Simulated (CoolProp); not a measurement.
Values from CoolProp's reference Helmholtz-energy equation of state, Lemmon 2003. It is a pseudo-pure fit of the blend.

Question: For R410A, give the phase and the Z, speed of sound (m/s), viscosity (µPa s), Prandtl number at 196.75 °C and 6380 kPa.

Answer: 
- 196.75 °C and 6380 kPa: supercritical; Z 0.854, speed of sound 224, viscosity 22.7, Prandtl number 0.932

Viscosity comes from a separate model (Geller 2000). Thermal conductivity comes from a separate model (Geller 2001).
